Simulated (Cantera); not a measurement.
# Reactions in the system F-S-Si

Source: NASA polynomial tables (part measured, part estimated), evaluated in Cantera. Values are per mole of reaction as written; species without (g) are pure solids or liquids, kept so even where they would boil at 1 bar. The tables' values for SiF2 are old estimates.

SiF4(g) + Si = 2 SiF2(g)

```json
[
 {"T (K)": "473", "ΔH° (kJ)": "437.9", "ΔS° (J/K)": "208.1", "ΔG° (kJ)": "339.5", "log10 K": "-37.49"},
 {"T (K)": "498", "ΔH° (kJ)": "437.6", "ΔS° (J/K)": "207.5", "ΔG° (kJ)": "334.3", "log10 K": "-35.06"},
 {"T (K)": "523", "ΔH° (kJ)": "437.3", "ΔS° (J/K)": "207.0", "ΔG° (kJ)": "329.1", "log10 K": "-32.87"},
 {"T (K)": "548", "ΔH° (kJ)": "437.0", "ΔS° (J/K)": "206.4", "ΔG° (kJ)": "323.9", "log10 K": "-30.87"},
 {"T (K)": "573", "ΔH° (kJ)": "436.7", "ΔS° (J/K)": "205.9", "ΔG° (kJ)": "318.8", "log10 K": "-29.06"}
]
```

6 SiF2(g) + S2(g) = 2 SF6(g) + 6 Si

| T (K) | ΔH° (kJ) | ΔS° (J/K) | ΔG° (kJ) | log10 K |
|---|---|---|---|---|
| 473 | 964.2 | -1055.6 | 1463.5 | -161.62 |
| 498 | 965.6 | -1052.7 | 1489.9 | -156.27 |
| 523 | 967.1 | -1049.9 | 1516.1 | -151.42 |
| 548 | 968.6 | -1047.0 | 1542.3 | -147.01 |
| 573 | 970.2 | -1044.2 | 1568.5 | -142.98 |
